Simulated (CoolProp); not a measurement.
Vapour-liquid equilibrium of R134a (1) + R142b (2) at 45.75 °C; x and y are mole fractions of (1).

Model: multi-fluid Helmholtz-energy mixture model, Tillner-Roth 1994 and Lemmon 2006; pair parameters Bell 2016, in CoolProp.

Task: Give the bubble pressure and the first vapour's composition at x = 0.425, 0.65, 0.875. Is there an azeotrope?

Result: x = 0.425: 885.7 kPa, y = 0.564; x = 0.65: 1011 kPa, y = 0.750; x = 0.875: 1124 kPa, y = 0.911. No azeotrope shows between x = 0.05 and 0.95.

The pair parameters rest on a limited set of measurements; away from them the model extrapolates.
